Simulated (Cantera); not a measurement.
Moist CO burnout

An isothermal, constant-pressure homogeneous reactor starts with 0.704 % CO, 0.421 % O2, 1.08 % H2O, 97.8 % N2, equivalence ratio 0.84, at 1250 K and 100.0 Torr.

Cantera simulation using GRI-Mech 3.0 (53 species, 325 reactions); the numbers are that mechanism's predictions, not measurements.

```csv
t (s),x CO,x O2,x H2O,x NO,x NO2
6.00e-6,0.00704,0.00421,0.0108,<1e-12,<1e-12
2.63e-5,0.00704,0.00421,0.0108,<1e-12,<1e-12
0.000116,0.00704,0.00421,0.0108,<1e-12,<1e-12
0.000508,0.00704,0.00421,0.0108,<1e-12,<1e-12
0.00223,0.00704,0.00421,0.0108,<1e-12,<1e-12
0.00978,0.00704,0.00421,0.0108,<1e-12,<1e-12
0.0429,0.00303,0.00265,0.00929,1.10e-7,1.94e-12
0.188,0.000486,0.00117,0.0101,9.52e-7,1.53e-11
0.827,0.000110,0.000782,0.0107,1.06e-6,4.57e-11
3.63,1.34e-5,0.000695,0.0108,1.07e-6,2.40e-10
15.9,1.21e-6,0.000687,0.0108,1.08e-6,5.80e-10
70.0,1.49e-7,0.000686,0.0108,1.08e-6,4.08e-10
```
x: mole fraction; the columns are a selection and need not sum to one.

Equilibrium at this temperature and pressure: CO 4.04e-8, O2 0.000678, H2O 0.0108, NO 1.80e-5, NO2 4.99e-9 (gas phase only).
